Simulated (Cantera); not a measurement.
A perfectly stirred reactor is fed with H2 : O2 : N2 : H2O = 1.3 : 1 : 0.74 : 0.11 (molar parts), at 0.200 bar; it is held at 1023 K, and followed from long to short residence time.

Detailed kinetics in Cantera: the H2/O2 subset of GRI-Mech 3.0, which has no nitrogen chemistry. The temperature is held fixed by assumption; the heat of reaction is taken as removed at once.

Task: Predict: x(H2) at τ = 29.0 s; x(O2) at τ = 29.0 s; x(H) at τ = 29.0 s; x(H2O2) at τ = 29.0 s; x(OH) at τ = 29.0 s; x(H2) at τ = 33.0 ms; x(O2) at τ = 33.0 ms; x(H) at τ = 33.0 ms; x(H2O2) at τ = 33.0 ms; x(OH) at τ = 33.0 ms.

Result: 
- x(H2) at τ = 29.0 s: 0.000985
- x(O2) at τ = 29.0 s: 0.140
- x(H) at τ = 29.0 s: 3.71e-7
- x(H2O2) at τ = 29.0 s: 6.67e-6
- x(OH) at τ = 29.0 s: 6.02e-6
- x(H2) at τ = 33.0 ms: 0.0175
- x(O2) at τ = 33.0 ms: 0.147
- x(H) at τ = 33.0 ms: 0.000275
- x(H2O2) at τ = 33.0 ms: 9.35e-6
- x(OH) at τ = 33.0 ms: 0.000274
